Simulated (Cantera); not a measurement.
Cantera with NASA thermochemical tables; ideal gases at 1 bar, condensed phases pure. Values are per mole of reaction as written; species without (g) are pure solids or liquids, kept so even where they would boil at 1 bar.

7 N(g) + 2 CrO3(g) = Cr2N + 6 NO(g), with ΔH° = -2300.9 kJ and ΔS° = -276.2 J/K at 300 K.

**Question.** How far is the shortcut ΔG° ≈ ΔH°(300 K) − T·ΔS°(300 K) from the full temperature-dependent value at 925, 950, 975, 1000, 1025, 1050, 1075, 1100, 1125 K?

**Answer.** 
```json
[
 {"T (K)": "925", "shortcut (kJ)": "-2045.5", "full (kJ)": "-2037.1", "difference (kJ)": "-8.3", "difference in log10 K": "0.47"},
 {"T (K)": "950", "shortcut (kJ)": "-2038.6", "full (kJ)": "-2029.7", "difference (kJ)": "-8.9", "difference in log10 K": "0.49"},
 {"T (K)": "975", "shortcut (kJ)": "-2031.7", "full (kJ)": "-2022.2", "difference (kJ)": "-9.5", "difference in log10 K": "0.51"},
 {"T (K)": "1000", "shortcut (kJ)": "-2024.7", "full (kJ)": "-2014.7", "difference (kJ)": "-10.0", "difference in log10 K": "0.52"},
 {"T (K)": "1025", "shortcut (kJ)": "-2017.8", "full (kJ)": "-2007.2", "difference (kJ)": "-10.6", "difference in log10 K": "0.54"},
 {"T (K)": "1050", "shortcut (kJ)": "-2010.9", "full (kJ)": "-1999.8", "difference (kJ)": "-11.2", "difference in log10 K": "0.56"},
 {"T (K)": "1075", "shortcut (kJ)": "-2004.0", "full (kJ)": "-1992.3", "difference (kJ)": "-11.8", "difference in log10 K": "0.57"},
 {"T (K)": "1100", "shortcut (kJ)": "-1997.1", "full (kJ)": "-1984.8", "difference (kJ)": "-12.4", "difference in log10 K": "0.59"},
 {"T (K)": "1125", "shortcut (kJ)": "-1990.2", "full (kJ)": "-1977.3", "difference (kJ)": "-13.0", "difference in log10 K": "0.60"}
]
```
The shortcut ignores the heat-capacity change of the reaction.
